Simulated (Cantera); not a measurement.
A perfectly stirred reactor is fed with CH4 : H2 = 1 : 12 (molar parts), at 1.73 Torr; it is held at 1598 K, and followed from long to short residence time.

Detailed kinetics in Cantera: GRI-Mech 3.0 (53 species, 325 reactions). GRI-Mech 3.0 stops at C3 and has no aromatics, soot or wall deposition, so with more carbon than oxygen in the feed, carbon stays in small species such as C2H2 where larger ones or solid carbon would form. Radical loss at walls, strong at low pressure, is not modelled.

What does this change do: H2 12 to 3 parts?


| quantity | before | after |
|---|---|---|
| x(CH4) at τ = 0.410 s | 0.0756 | 0.230 |
| x(H2) at τ = 0.410 s | 0.923 | 0.761 |
| x(C2H6) at τ = 0.410 s | 2.06e-6 | 3.09e-5 |
| x(C2H4) at τ = 0.410 s | 0.000110 | 0.00165 |
| x(C2H2) at τ = 0.410 s | 0.000312 | 0.00576 |
| x(CH4) at τ = 5.10 ms | 0.0769 | 0.250 |
| x(H2) at τ = 5.10 ms | 0.923 | 0.750 |
| x(C2H6) at τ = 5.10 ms | 1.67e-10 | 3.64e-9 |
| x(C2H4) at τ = 5.10 ms | 8.19e-10 | 1.99e-8 |
| x(C2H2) at τ = 5.10 ms | 6.61e-12 | 1.64e-10 |

What does this change do: temperature 1598 to 1925 K?


```tsv
quantity	before	after
x(CH4) at τ = 0.410 s	0.0756	0.0278
x(H2) at τ = 0.410 s	0.923	0.944
x(C2H6) at τ = 0.410 s	2.06e-6	2.15e-6
x(C2H4) at τ = 0.410 s	0.000110	0.000158
x(C2H2) at τ = 0.410 s	0.000312	0.0214
x(CH4) at τ = 5.10 ms	0.0769	0.0764
x(H2) at τ = 5.10 ms	0.923	0.923
x(C2H6) at τ = 5.10 ms	1.67e-10	1.91e-7
x(C2H4) at τ = 5.10 ms	8.19e-10	8.99e-6
x(C2H2) at τ = 5.10 ms	6.61e-12	3.11e-6
```
